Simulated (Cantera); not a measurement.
Feed: 1 mol CH3Cl, 0.0084 mol Si, equilibrated at 13300 Pa.

Method: chemical equilibrium by Gibbs-energy minimisation in Cantera with the NASA 1993 tables (ideal gas, pure condensed phases). Candidate condensed phases: C, C6H6, C7H8, C8H18, Si, SiC; 109 gas species. The tables' values for SiCl, SiCl3 are old estimates; treat these amounts as uncertain. The numbers say what is thermodynamically allowed, not how fast it happens.

x: gas mole fraction; n: condensed amount in mol.

| T (K) | x H2 | x HCl | x H | x Cl | x C2H2 (acetylene) | x SiCl2 | n C(graphite) |
|---|---|---|---|---|---|---|---|
| 2048 | 0.501 | 0.486 | 0.00434 | 0.00312 | [?] | 0.00396 | 0.998 |
| 2123 | 0.499 | 0.484 | 0.00694 | 0.00493 | [?] | 0.00399 | 0.997 |
| 2198 | 0.497 | 0.479 | 0.0107 | 0.00755 | [?] | 0.00398 | 0.995 |
| 2273 | 0.493 | 0.474 | 0.0162 | 0.0112 | [?] | 0.00395 | 0.992 |
| 2348 | 0.488 | 0.466 | 0.0236 | 0.0162 | [?] | 0.00387 | 0.989 |
| 2423 | 0.480 | 0.455 | 0.0337 | 0.0227 | [?] | 0.00373 | 0.984 |
| 2498 | 0.471 | 0.442 | 0.0468 | 0.0311 | [?] | 0.00351 | 0.978 |
| 2573 | 0.459 | 0.425 | 0.0637 | 0.0415 | [?] | 0.00317 | 0.970 |

Q: Some entries are withheld; supply them.

A: 
- 2048, x C2H2 (acetylene): 0.000526
- 2123, x C2H2 (acetylene): 0.000827
- 2198, x C2H2 (acetylene): 0.00126
- 2273, x C2H2 (acetylene): 0.00186
- 2348, x C2H2 (acetylene): 0.00266
- 2423, x C2H2 (acetylene): 0.00372
- 2498, x C2H2 (acetylene): 0.00505
- 2573, x C2H2 (acetylene): 0.00669
